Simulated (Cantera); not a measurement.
## Equilibrium for carbon deposition, reforming and gasification: CH3OH + H2

Charge: 1 mol CH3OH, 0.97 mol H2, at 1330 Pa.

Method: chemical equilibrium by Gibbs-energy minimisation in Cantera with the NASA 1993 tables (ideal gas, pure condensed phases). Candidate condensed phases: C, C6H6, C7H8, C8H18, H2O; 131 gas species. Ions and electrons are included (thermal ionisation). Equilibrium is a limit: real reactors are often held back by kinetics, nucleation or transport.

```tsv
T (K)	x H	x H2	x CO	x O	x C	x e-	x C+	x OH
2500	0.169	0.601	0.231	3.19e-8	1.89e-7	7.43e-11	<1e-12	1.73e-7
3000	0.620	0.206	0.174	3.80e-6	7.75e-6	2.74e-9	5.55e-12	2.06e-6
3500	0.826	0.0261	0.148	0.000113	0.000119	3.71e-8	4.66e-9	6.12e-6
4000	0.851	0.00380	0.143	0.00121	0.00122	6.87e-7	3.79e-7	9.60e-6
4500	0.849	0.000803	0.136	0.00745	0.00745	1.01e-5	7.98e-6	1.29e-5
5000	0.830	0.000222	0.110	0.0295	0.0294	9.14e-5	8.17e-5	1.47e-5
```
x: gas mole fraction; nothing condenses.

From 2500 K to 5000 K nothing is condensed. The main C-bearing gas is CO throughout.
